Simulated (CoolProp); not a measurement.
n-perfluorohexane along the isobar 1.37 MPa: Z from the reference equation and from simpler models built on Tc = 174.9 °C, pc = 1.742 MPa, ω = 0.497; each cubic takes its own stable root.

Values from CoolProp's reference Helmholtz-energy equation of state, Gao 2022.

```json
[
 {"T (°C)": "30.85", "phase": "liquid", "reference": "0.1100"},
 {"T (°C)": "43.05", "phase": "liquid", "reference": "0.1081"},
 {"T (°C)": "55.25", "phase": "liquid", "reference": "0.1065"},
 {"T (°C)": "67.35", "phase": "liquid", "reference": "0.1052"},
 {"T (°C)": "79.55", "phase": "liquid", "reference": "0.1043"},
 {"T (°C)": "91.75", "phase": "liquid", "reference": "0.1038"},
 {"T (°C)": "103.85", "phase": "liquid", "reference": "0.1037"},
 {"T (°C)": "116.05", "phase": "liquid", "reference": "0.1043"},
 {"T (°C)": "128.15", "phase": "liquid", "reference": "0.1056"},
 {"T (°C)": "140.35", "phase": "liquid", "reference": "0.1083"},
 {"T (°C)": "152.55", "phase": "liquid", "reference": "0.1136"},
 {"T (°C)": "164.65", "phase": "gas", "reference": "0.5435"},
 {"T (°C)": "176.85", "phase": "gas", "reference": "0.6345"}
]
```

Problem. How far does each simpler model (van der Waals, Redlich-Kwong, Soave-Redlich-Kwong) lie from the reference over these 13 states: mean and median of the absolute difference, and the worst?

Solution. 
- van der Waals: mean 94.6 %, median 77.3 %, worst +418.8 % at 152.55 °C and 1.37 MPa
- Redlich-Kwong: mean 25.4 %, median 25.8 %, worst +42.0 % at 152.55 °C and 1.37 MPa
- Soave-Redlich-Kwong: mean 16.7 %, median 16.2 %, worst +28.9 % at 152.55 °C and 1.37 MPa

At some of these states van der Waals gives the other phase, because its saturation line lies elsewhere.
